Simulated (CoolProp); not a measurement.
A single-stage vapour-compression cycle with hydrogen chloride: evaporating at 195.15 K (dew point), condensing at 250.15 K (bubble point), superheat 8 K, subcooling 2 K, compressor efficiency 0.6, no pressure losses. Each further row changes one setting.

The numbers come from the reference Helmholtz-energy equation of state, Thol 2018 in CoolProp.

```json
[
 {"case": "as stated", "cooling COP": "1.54", "pressure ratio": "9.09", "discharge temperature (K)": "490.3", "refrigerating effect (kJ/kg)": "352", "volumetric capacity (kJ/m³)": "1160"},
 {"case": "evaporating temperature 200.15 K", "cooling COP": "(withheld)", "pressure ratio": "7.05", "discharge temperature (K)": "(withheld)", "refrigerating effect (kJ/kg)": "355", "volumetric capacity (kJ/m³)": "1490"},
 {"case": "condensing temperature 245.15 K", "cooling COP": "1.74", "pressure ratio": "7.76", "discharge temperature (K)": "463.0", "refrigerating effect (kJ/kg)": "361", "volumetric capacity (kJ/m³)": "1190"},
 {"case": "subcooling 7 K", "cooling COP": "1.58", "pressure ratio": "9.09", "discharge temperature (K)": "490.3", "refrigerating effect (kJ/kg)": "361", "volumetric capacity (kJ/m³)": "1190"},
 {"case": "superheat 18 K", "cooling COP": "1.49", "pressure ratio": "9.09", "discharge temperature (K)": "516.2", "refrigerating effect (kJ/kg)": "360", "volumetric capacity (kJ/m³)": "(withheld)"},
 {"case": "compressor efficiency 0.5", "cooling COP": "1.28", "pressure ratio": "9.09", "discharge temperature (K)": "(withheld)", "refrigerating effect (kJ/kg)": "352", "volumetric capacity (kJ/m³)": "1160"}
]
```

### Question
Some entries are withheld; supply them.

### Answer

- evaporating temperature 200.15 K, cooling COP: 1.79
- evaporating temperature 200.15 K, discharge temperature (K): 456.4
- superheat 18 K, volumetric capacity (kJ/m³): 1130
- compressor efficiency 0.5, discharge temperature (K): 545.8
